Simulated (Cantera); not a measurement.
Premixed flame

A freely propagating, adiabatic, planar premixed flame of H2 : O2 : N2 = 1 : 0.649 : 2.44 (molar parts), unburnt at 575 K and 13300 Pa; mixture-averaged transport, grid criteria slope 0.08 and curve 0.16, no radiation.

Model: the H2/O2 subset of GRI-Mech 3.0, which has no nitrogen chemistry, integrated in Cantera. Burning velocities carry a grid error of a few per cent, more on coarse grids.

```csv
z (mm),T (K),u (m/s),x H2,x O2,x O,x H2O2,x H,x H2O
-19.1,575,4.73,0.245,0.159,<1e-8,<1e-8,<1e-8,<1e-8
-12.7,575,4.73,0.245,0.159,<1e-8,<1e-8,<1e-8,<1e-8
-9.54,575,4.73,0.245,0.159,<1e-8,<1e-8,<1e-8,<1e-8
-6.36,575,4.73,0.245,0.159,<1e-8,<1e-8,9.34e-8,2.27e-8
-3.18,584,4.79,0.243,0.159,7.86e-6,8.56e-7,0.000248,0.000562
-1.59,715,5.80,0.219,0.155,0.000257,1.20e-6,0.00722,0.0126
0,1095,8.62,0.101,0.111,0.00770,8.78e-7,0.0499,0.105
1.59,1356,10.5,0.0322,0.0637,0.0166,9.89e-7,0.0632,0.185
3.18,1476,11.4,0.0283,0.0574,0.0173,7.35e-7,0.0547,0.197
6.36,1612,12.3,0.0280,0.0541,0.0161,4.31e-7,0.0428,0.205
12.7,1760,13.3,0.0262,0.0508,0.0139,2.24e-7,0.0307,0.215
25.4,1909,14.3,0.0227,0.0477,0.0109,1.20e-7,0.0199,0.226
50.9,2045,15.1,0.0177,0.0450,0.00778,7.43e-8,0.0115,0.239
```
x: mole fraction of selected species; z is measured from the peak of heat release.

The laminar burning velocity is 473 cm/s and the thermal thickness is 6.36 mm. The peak x(O) is 0.0173 and the peak x(H2O2) is 1.54e-6. The peak x(H) is 0.0644 and the grid points is 132.
